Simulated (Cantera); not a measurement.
A counterflow diffusion flame at 100000 Pa, nozzles 20 mm apart: fuel side 74.6 % CO, 25.4 % H2 at 325 K, oxidiser side 26.0 % O2, 74.0 % N2 at 375 K, fuel mass flux 0.92 times the oxidiser's; mixture-averaged transport, no radiation.

Detailed kinetics in Cantera: GRI-Mech 3.0 (53 species, 325 reactions). The maximum strain rate includes the flame's own expansion and is several times the mean.

x: mole fraction; the columns are a selection and need not sum to one.

| oxidiser flux (kg/m²/s) | max strain (1/s) | mean strain (1/s) | T max (K) | peak x OH | peak x H | peak x NO | peak x CO |
|---|---|---|---|---|---|---|---|
| 0.6 | 305 | 67.0 | 2288 | 0.0133 | 0.00992 | [?] | 0.769 |
| 0.95 | 462 | 106 | 2224 | 0.0134 | 0.0118 | [?] | 0.768 |
| 1.5 | 703 | 168 | 2157 | 0.0135 | 0.0139 | [?] | 0.767 |
| 2.4 | 1090 | 268 | 2083 | 0.0133 | 0.0164 | [?] | 0.767 |
| 3.7 | 1630 | 413 | 2012 | 0.0128 | 0.0188 | [?] | 0.767 |
| 5.8 | 2490 | 648 | 1935 | 0.0123 | 0.0215 | [?] | 0.766 |
| 9.2 | 3850 | 1030 | 1851 | 0.0114 | 0.0242 | [?] | 0.766 |
| 15 | 6100 | 1680 | 1755 | 0.0101 | 0.0264 | [?] | 0.766 |

### Question
Fill in the missing entries.

### Answer

- 0.6, peak x NO: 0.000269
- 0.95, peak x NO: 0.000163
- 1.5, peak x NO: 0.000104
- 2.4, peak x NO: 6.85e-5
- 3.7, peak x NO: 5.06e-5
- 5.8, peak x NO: 3.89e-5
- 9.2, peak x NO: 2.97e-5
- 15, peak x NO: 2.15e-5
